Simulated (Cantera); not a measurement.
**trisilylamine + N₂ (silicon nitride deposition)**

Input: 1 mol trisilylamine, 3.3 mol N₂, equilibrated at 14.0 Pa.

Equilibrium computed with Cantera from the NASA thermochemical tables; the gas is ideal and each condensed phase is pure. Candidate condensed phases: Si, Si₃N₄; 18 gas species. The feed counts by its element totals alone. Equilibrium is a limit: real reactors are often held back by kinetics, nucleation or transport.

| T (K) | x H₂ | x N₂ | x H | x Si | x SiH | x Si₂N | x SiN | n Si₃N₄(s) | n Si(s) |
|---|---|---|---|---|---|---|---|---|---|
| 725 | 0.714 | 0.286 | 6.67e-12 | <1e-12 | <1e-12 | <1e-12 | <1e-12 | 1.00 | 0 |
| 875 | 0.714 | 0.286 | 3.58e-9 | <1e-12 | <1e-12 | <1e-12 | <1e-12 | 1.00 | 0 |
| 1025 | 0.714 | 0.286 | 3.11e-7 | <1e-12 | <1e-12 | <1e-12 | <1e-12 | 1.00 | 0 |
| 1175 | 0.714 | 0.286 | 8.76e-6 | 1.80e-11 | 3.18e-12 | <1e-12 | <1e-12 | 1.00 | 0 |
| 1325 | 0.714 | 0.286 | 0.000117 | 5.57e-8 | 4.04e-9 | 1.03e-10 | 1.05e-9 | 1.00 | 0 |
| 1475 | 0.713 | 0.286 | 0.000926 | 3.30e-5 | 1.17e-6 | 3.49e-7 | 2.98e-7 | 1.000 | 0 |
| 1625 | 0.538 | 0.456 | 0.00437 | 0.00116 | 2.01e-5 | 1.26e-5 | 7.31e-6 | 0 | 2.99 |
x: gas mole fraction; n: condensed amount in mol.

From 725 K to 1475 K the condensed part is Si₃N₄(s). At 1625 K the condensed part is Si(s).
